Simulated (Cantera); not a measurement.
An isothermal, constant-pressure homogeneous reactor starts with CH₄ : H₂ = 1 : 12 (molar parts), at 1425 K and 13300 Pa.

Cantera simulation using GRI-Mech 3.0 (53 species, 325 reactions); the numbers are that mechanism's predictions, not measurements. GRI-Mech 3.0 stops at C3 and has no aromatics, soot or wall deposition, so with more carbon than oxygen in the feed, carbon stays in small species such as C2H2 where larger ones or solid carbon would form.

Problem. Predict: x(CH₄) at 4.00 s; x(H₂) at 4.00 s; x(CH₃) at 4.00 s; x(C₂H₆) at 4.00 s; x(C₂H₄) at 4.00 s.

Solution. 
| Property | Value |
|---|---|
| x(CH₄) at 4.00 s | 0.0717 (gas-phase equilibrium 0.0334) |
| x(H₂) at 4.00 s | 0.926 (gas-phase equilibrium 0.946) |
| x(CH₃) at 4.00 s | 2.28e-5 (gas-phase equilibrium 1.30e-5) |
| x(C₂H₆) at 4.00 s | 4.57e-6 (gas-phase equilibrium 2.93e-6) |
| x(C₂H₄) at 4.00 s | 0.000232 (gas-phase equilibrium 0.00147) |
